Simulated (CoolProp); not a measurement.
Vapour-liquid equilibrium of R143a (1) + dimethyl ether (2) at 289.4 K; x and y are mole fractions of (1).

Model: multi-fluid Helmholtz-energy mixture model, Lemmon and Jacobsen 2000 and Wu 2011; pair parameters Bell 2016, in CoolProp.

```
x      bubble pressure (kPa)  y at the bubble point  dew pressure at overall composition x (kPa)  liquid density (mol/L)
-----  ---------------------  ---------------------  -------------------------------------------  ----------------------
0.05                   486.5                  0.105                                        469.4                   14.49
0.125                  532.5                  0.236                                        493.2                   14.24
0.2                    576.8                  0.345                                        519.1                   13.99
0.275                  619.5                  0.439                                        547.6                   13.74
0.35                   661.0                  0.520                                        578.8                   13.50
0.425                  701.5                  0.592                                        613.0                   13.26
0.5                    741.1                  0.657                                        650.6                   13.02
0.575                  780.1                  0.716                                        691.9                   12.79
0.65                   818.7                  0.772                                        737.0                   12.55
0.725                  857.0                  0.824                                        786.0                   12.32
0.8                    895.2                  0.874                                        839.1                   12.09
0.875                  933.4                  0.922                                        895.9                   11.87
0.95                   971.9                  0.969                                        956.0                   11.64
```

No azeotrope shows between x = 0.05 and 0.95.

Pair parameters are fitted to limited data, so mixtures are less certain than the pure fluids.
